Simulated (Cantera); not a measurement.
Charge: 1 mol Al, 0.44 mol I2, 7.1 mol H2, equilibrated at 1373.15 K and 83000 Pa.

Equilibrium computed with Cantera from the NASA thermochemical tables; the gas is ideal and each condensed phase is pure. Equilibrium is a limit: real reactors are often held back by kinetics, nucleation or transport.

```
species       before     after
----------  --------  --------
H2             0.891     0.944
AlI3        0.000993    0.0303
AlI            0.107    0.0258
I           0.000144   9.06e-6
HI          0.000770  0.000316
Al(l), mol     0.143     0.578
```
Gas species are given as mole fractions.

### Question
Which change was made?
A) temperature from 1373.15 K to 600 K
B) temperature from 1373.15 K to 1098 K
C) temperature from 1373.15 K to 548 K
D) temperature from 1373.15 K to 1025 K

### Answer
B, temperature from 1373.15 K to 1098 K
